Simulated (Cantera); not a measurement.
**Reactions in the system N-Nb-O**

Source: NASA polynomial tables (part measured, part estimated), evaluated in Cantera. Values are per mole of reaction as written; species without (g) are pure solids or liquids, kept so even where they would boil at 1 bar.

NbO2 + 2 N(g) ⇌ 2 NO(g) + Nb

```tsv
T (K)	ΔH° (kJ)	ΔS° (J/K)	ΔG° (kJ)	log10 K
300	32.1	96.8	3.1	-0.54
825	19.9	74.2	-41.3	2.62
875	18.4	72.5	-45.0	2.69
925	16.9	70.8	-48.6	2.74
975	15.3	69.1	-52.1	2.79
1025	13.6	67.4	-55.5	2.83
1075	11.9	65.8	-58.8	2.86
1125	6.6	61.0	-62.0	2.88
1175	4.8	59.4	-65.0	2.89
1225	3.2	58.1	-67.9	2.90
```
